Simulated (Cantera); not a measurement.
An adiabatic, constant-pressure homogeneous reactor starts with CO : H2 : O2 : N2 = 1 : 0.86 : 0.775 : 2.91 (molar parts), equivalence ratio 1.2, at 1700 K and 1.10 bar. Integrator tolerance rtol = 1e-08.

Computed with Cantera and GRI-Mech 3.0 (53 species, 325 reactions).

### Question
What does this change do: CO 1 to 0.47 parts?

### Answer
```json
[
 {"quantity": "time of steepest temperature rise", "before": "8.64 µs", "after": "7.92 µs"},
 {"quantity": "temperature at 4.00 s", "before": "2876 K", "after": "2830 K"},
 {"quantity": "equilibrium temperature", "before": "2876 K", "after": "2830 K"},
 {"quantity": "x(CO) at 4.00 s", "before": "0.112 (gas-phase equilibrium 0.112)", "after": "0.0465 (gas-phase equilibrium 0.0465)"},
 {"quantity": "x(H2) at 4.00 s", "before": "0.0230 (gas-phase equilibrium 0.0230)", "after": "0.0178 (gas-phase equilibrium 0.0178)"},
 {"quantity": "x(O2) at 4.00 s", "before": "0.0232 (gas-phase equilibrium 0.0232)", "after": "0.0388 (gas-phase equilibrium 0.0388)"},
 {"quantity": "x(NO) at 4.00 s", "before": "0.0115 (gas-phase equilibrium 0.0115)", "after": "0.0147 (gas-phase equilibrium 0.0147)"},
 {"quantity": "x(HO2) at 4.00 s", "before": "7.37e-6 (gas-phase equilibrium 7.37e-6)", "after": "1.08e-5 (gas-phase equilibrium 1.08e-5)"},
 {"quantity": "x(H2O) at 4.00 s", "before": "0.126 (gas-phase equilibrium 0.126)", "after": "0.149 (gas-phase equilibrium 0.149)"},
 {"quantity": "x(CO2) at 4.00 s", "before": "0.0855 (gas-phase equilibrium 0.0855)", "after": "0.0557 (gas-phase equilibrium 0.0557)"}
]
```
